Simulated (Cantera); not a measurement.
A freely propagating, adiabatic, planar premixed flame of 23.3 % H2, 15.3 % O2, 57.6 % N2, 3.73 % H2O, unburnt at 398 K and 1.90 bar; unity-Lewis-number transport, grid criteria slope 0.08 and curve 0.16, no radiation.

Cantera simulation using the H2/O2 subset of GRI-Mech 3.0, which has no nitrogen chemistry; the numbers are that mechanism's predictions, not measurements. Unity Lewis numbers drop preferential diffusion, which matters most where H2 and H carry the flame. Burning velocities carry a grid error of a few per cent, more on coarse grids.

x: mole fraction of selected species; z is measured from the peak of heat release.

```tsv
z (mm)	T (K)	u (m/s)	x H2	x O2	x H2O	x OH	x HO2	x O
-0.408	398	1.89	0.233	0.153	0.0373	<1e-8	4.72e-8	<1e-8
-0.272	398	1.89	0.233	0.153	0.0373	<1e-8	4.01e-7	<1e-8
-0.204	399	1.89	0.233	0.153	0.0375	<1e-8	2.07e-6	…
-0.136	410	1.94	0.232	0.153	0.0388	3.95e-8	2.02e-5	…
-0.0680	569	2.67	0.214	0.144	0.0590	3.14e-5	0.000323	…
-0.0340	909	4.17	0.171	0.123	0.107	0.000694	0.000389	…
0	1311	5.86	0.0947	0.0876	0.183	0.00356	0.000170	…
0.0340	1565	6.86	0.0417	0.0605	0.235	0.00880	8.99e-5	0.00768
0.0680	1701	7.38	0.0255	0.0507	0.255	0.0117	6.13e-5	…
0.136	1841	7.90	0.0173	0.0458	0.270	0.0126	3.98e-5	…
0.272	1957	8.31	0.0111	0.0432	0.283	0.0114	2.34e-5	…
0.544	2039	8.60	0.00595	0.0416	0.293	0.00893	1.20e-5	…
1.09	2086	8.77	0.00271	0.0410	0.299	0.00632	5.86e-6	…
```

Complete the blanks.


- -0.204, x O: 3.05e-8
- -0.136, x O: 3.86e-7
- -0.0680, x O: 2.73e-5
- -0.0340, x O: 0.000478
- 0, x O: 0.00365
- 0.0680, x O: 0.00831
- 0.136, x O: 0.00629
- 0.272, x O: 0.00373
- 0.544, x O: 0.00187
- 1.09, x O: 0.000829
